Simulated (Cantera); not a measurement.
A closed system holds: 1 mol SO2, 28 mol N2, 0.17 mol CO2, held at 32.0 bar.

Method: chemical equilibrium by Gibbs-energy minimisation in Cantera with the NASA 1993 tables (ideal gas, pure condensed phases). Candidate condensed phases: C, S; 35 gas species. The ideal-gas law is rough above about 30 bar. The numbers say what is thermodynamically allowed, not how fast it happens.

Q: At 2200 K, list the 4 most abundant gas species with their mole fractions, and the condensed phases.

A: N2 0.959, SO2 0.0339, CO2 0.00540, CO 0.000430. Condensed: gas only.
